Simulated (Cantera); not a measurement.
**Hydrocarbon pyrolysis for carbon deposition**

A perfectly stirred reactor is fed with C3H8 : H2 = 1 : 2.1 (molar parts), at 76.0 Pa; it is held at 1248 K, and followed from long to short residence time.

Cantera simulation using GRI-Mech 3.0 (53 species, 325 reactions); the numbers are that mechanism's predictions, not measurements. GRI-Mech 3.0 was tuned for natural gas; its chemistry of propane as a main component is partial and can be far from experiment. GRI-Mech 3.0 stops at C3 and has no aromatics, soot or wall deposition, so with more carbon than oxygen in the feed, carbon stays in small species such as C2H2 where larger ones or solid carbon would form. Radical loss at walls, strong at low pressure, is not modelled.

```tsv
τ (s)	x C3H8	x H2	x CH2	x C2H2	x CH4	x C2H	x C2H6
4.5	0.00573	0.573	1.02e-7	0.111	0.206	8.92e-9	0.000390
1.3	0.0163	0.553	1.99e-7	0.0641	0.212	6.70e-9	0.000799
0.35	0.0481	0.552	4.08e-7	0.0255	0.193	3.12e-9	0.00182
0.099	0.132	0.586	6.82e-7	0.00554	0.130	5.69e-10	0.00294
0.028	0.255	0.645	6.26e-7	0.000355	0.0424	2.00e-11	0.00141
0.0078	0.312	0.673	1.98e-7	4.72e-6	0.00500	<1e-12	0.000227
0.0022	0.321	0.677	1.62e-8	3.32e-8	0.000352	<1e-12	3.73e-5
0.00061	0.322	0.677	3.80e-10	1.58e-10	2.18e-5	<1e-12	4.38e-6
```
x: mole fraction; the columns are a selection and need not sum to one.
